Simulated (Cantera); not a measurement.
A freely propagating, adiabatic, planar premixed flame of 19.7 % CO, 5.91 % H2, 15.6 % O2, 58.7 % N2, equivalence ratio 0.82, unburnt at 450 K and 5.00 bar; mixture-averaged transport, grid criteria slope 0.08 and curve 0.16, no radiation.

Model: GRI-Mech 3.0 (53 species, 325 reactions), integrated in Cantera. The hydrogen kinetics of GRI-Mech 3.0 are dated; newer H2 mechanisms differ, most at raised pressure. Burning velocities carry a grid error of a few per cent, more on coarse grids.

x: mole fraction of selected species; z is measured from the peak of heat release.

```
z (mm)   T (K)  u (m/s)    x CO      x H2    x O2    x NO2      x NO     x HO2
-------  -----  -------  ------  --------  ------  -------  --------  --------
-0.332     450    0.741   0.197    0.0587   0.156    <1e-8     <1e-8     <1e-8
-0.221     450    0.740   0.197    0.0575   0.157    <1e-8     <1e-8   1.02e-7
-0.166     451    0.741   0.198    0.0553   0.157    <1e-8     <1e-8   7.33e-7
-0.111     459    0.749   0.199    0.0499   0.158  1.01e-8     <1e-8   6.16e-6
-0.0553    587    0.945   0.196    0.0342   0.155  2.46e-7   1.87e-7  0.000189
-0.0277    935     1.48   0.176    0.0211   0.139  1.36e-7   1.90e-6  0.000463
0         1386     2.15   0.136   0.00889   0.107  2.89e-8   6.36e-6  0.000180
0.0277       ?     2.56       ?         ?       ?        ?         ?         ?
0.0553    1857     2.79  0.0692   0.00264  0.0658  4.27e-8   2.17e-5   4.51e-5
0.111     2036     3.01  0.0460   0.00231  0.0545  5.97e-8   3.55e-5   2.21e-5
0.221     2182     3.19  0.0311   0.00163  0.0474  9.27e-8   5.71e-5   1.01e-5
0.443     2281     3.32       ?         ?       ?        ?         ?         ?
0.885     2343     3.39  0.0132  0.000648  0.0393  1.73e-7  0.000145   3.74e-6
```

Question: Fill in the missing entries.

Answer: 
- 0.0277, T (K): 1684
- 0.0277, x CO: 0.0954
- 0.0277, x H2: 0.00354
- 0.0277, x O2: 0.0801
- 0.0277, x NO2: 3.42e-8
- 0.0277, x NO: 1.37e-5
- 0.0277, x HO2: 7.93e-5
- 0.443, x CO: 0.0204
- 0.443, x H2: 0.00102
- 0.443, x O2: 0.0426
- 0.443, x NO2: 1.35e-7
- 0.443, x NO: 9.14e-5
- 0.443, x HO2: 5.32e-6
